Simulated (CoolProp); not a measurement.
Vapour-liquid equilibrium of R13 (1) + R11 (2) at 0.0681 MPa; x and y are mole fractions of (1).

The numbers come from the multi-fluid Helmholtz-energy mixture model, Platzer 1990 and Jacobsen 1992; pair parameters Bell 2016 in CoolProp. This equation is an older, rougher fit; its heat capacities, sound speeds and derivatives of the liquid may be far off and weren't checked against measurements.

Question: Give the bubble temperature and the first vapour's composition at x = 0.15, 0.25, 0.55. Is there an azeotrope?

Answer: x = 0.15: 210.7 K, y = 0.986; x = 0.25: 201.3 K, y = 0.994; x = 0.55: 191.5 K, y = 0.998. No azeotrope shows between x = 0.05 and 0.95.

The pair parameters rest on a limited set of measurements; away from them the model extrapolates. With so large a gap from Raoult's law the liquid may split in two, which this calculation doesn't test in full.
